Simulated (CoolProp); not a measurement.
A single-stage vapour-compression cycle with R123: evaporating at 300.15 K (dew point), condensing at 355.15 K (bubble point), superheat 2 K, subcooling 2 K, compressor efficiency 0.75, no pressure losses. Each further row changes one setting.

The numbers come from the reference Helmholtz-energy equation of state, Younglove 1994 in CoolProp. It is a modified Benedict-Webb-Rubin equation, recast in Helmholtz form.

| case | cooling COP | pressure ratio | discharge temperature (K) | refrigerating effect (kJ/kg) | volumetric capacity (kJ/m³) |
|---|---|---|---|---|---|
| as stated | 3.23 | 5.23 | 361.1 | 116 | 723 |
| evaporating temperature 305.15 K | 3.71 | 4.37 | 360.3 | 119 | 878 |
| condensing temperature 350.15 K | 3.67 | 4.61 | 356.3 | 121 | 757 |
| subcooling 7 K | 3.39 | 5.23 | 361.1 | 121 | 757 |
| superheat 12 K | 3.29 | 5.23 | 371.6 | 123 | 739 |
| compressor efficiency 0.65 | 2.80 | 5.23 | 367.8 | 116 | 723 |
